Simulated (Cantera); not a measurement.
A perfectly stirred reactor is fed with CH4 : H2O = 1 : 1.2 (molar parts), at 13000 Pa; it is held at 1300 K, and followed from long to short residence time.

Cantera simulation using GRI-Mech 3.0 (53 species, 325 reactions); the numbers are that mechanism's predictions, not measurements.

Task: What does this change do: temperature 1300 to 1575 K?

Result: 
| quantity | before | after |
|---|---|---|
| x(CH4) at τ = 0.410 s | 0.454 | 0.201 |
| x(H2O) at τ = 0.410 s | 0.545 | 0.437 |
| x(CH3) at τ = 0.410 s | 2.52e-5 | 0.000537 |
| x(HCO) at τ = 0.410 s | <1e-12 | 1.70e-9 |
| x(HO2) at τ = 0.410 s | <1e-12 | <1e-12 |
| x(CH4) at τ = 29.0 ms | 0.455 | 0.391 |
| x(H2O) at τ = 29.0 ms | 0.545 | 0.524 |
| x(CH3) at τ = 29.0 ms | 1.23e-5 | 0.00108 |
| x(HCO) at τ = 29.0 ms | <1e-12 | 3.29e-9 |
| x(HO2) at τ = 29.0 ms | <1e-12 | <1e-12 |

Task: What does this change do: temperature 1300 to 1850 K?

Result: 
```tsv
quantity	before	after
x(CH4) at τ = 0.410 s	0.454	0.0213
x(H2O) at τ = 0.410 s	0.545	0.180
x(CH3) at τ = 0.410 s	2.52e-5	0.000762
x(HCO) at τ = 0.410 s	<1e-12	3.85e-8
x(HO2) at τ = 0.410 s	<1e-12	1.55e-12
x(CH4) at τ = 29.0 ms	0.455	0.0719
x(H2O) at τ = 29.0 ms	0.545	0.346
x(CH3) at τ = 29.0 ms	1.23e-5	0.00247
x(HCO) at τ = 29.0 ms	<1e-12	1.19e-7
x(HO2) at τ = 29.0 ms	<1e-12	4.46e-12
```
